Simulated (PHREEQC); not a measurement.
Dissolve 55 mmol/kgw H2SO4 and 17 mmol/kgw FeSO4 at 25 °C. Closed to the air; pH follows from the charge balance.

The numbers come from PHREEQC with the ion-association model, phreeqc.dat.

This is a speciation only: nothing precipitates in the calculation.

Problem. Estimate the pH, specific conductance, density.

Solution. pH 1.29; specific conductance 22800 µS/cm; density 1.003 g/cm³.

Problem. In which forms is S present?

Solution. HSO4- 63 %, SO4-2 27 %, FeSO4 6.6 %, FeHSO4+ 3.0 % of the S.

Complexes and solids missing from the database can't appear.
